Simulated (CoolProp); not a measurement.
The fluid at 346.22 K and 0.0791 MPa flows at 2.6 m/s in a round tube of 25 mm bore and 15 µm roughness, fully developed (64/Re and Nu = 3.66 if laminar; Colebrook and Gnielinski if turbulent). The same conditions are run with several fluids, on thermodynamics alone (safety and materials aside).

The numbers come from the reference Helmholtz-energy equation of state of each fluid (methanol: de Reuck 1993; R236EA: Rui 2013; R152A: Outcalt 1996; CH2F2 (R32): Tillner-Roth 1997; sulfur hexafluoride: Guder 2009) in CoolProp.

```json
[
 {"fluid": "methanol", "Reynolds number": "5270", "Darcy friction factor": "0.0375", "pressure drop (Pa/m)": "4.58", "heat-transfer coefficient (W/(m² K))": "16.9", "mass flow (kg/h)": "4.15"},
 {"fluid": "R236EA", "Reynolds number": "21600", "Darcy friction factor": "0.0267", "pressure drop (Pa/m)": "15.3", "heat-transfer coefficient (W/(m² K))": "39.7", "mass flow (kg/h)": "19.5"},
 {"fluid": "R152A", "Reynolds number": "9210", "Darcy friction factor": "0.0324", "pressure drop (Pa/m)": "8.04", "heat-transfer coefficient (W/(m² K))": "22.4", "mass flow (kg/h)": "8.42"},
 {"fluid": "CH2F2 (R32)", "Reynolds number": "6030", "Darcy friction factor": "0.0362", "pressure drop (Pa/m)": "7.03", "heat-transfer coefficient (W/(m² K))": "14.5", "mass flow (kg/h)": "6.61"},
 {"fluid": "sulfur hexafluoride", "Reynolds number": "15100", "Darcy friction factor": "0.0289", "pressure drop (Pa/m)": "15.7", "heat-transfer coefficient (W/(m² K))": "29.6", "mass flow (kg/h)": "18.5"}
]
```

Transport values come from each fluid's own correlations; those of R236EA, R152A, CH2F2 (R32) are estimates that may be off by 10 % or more.
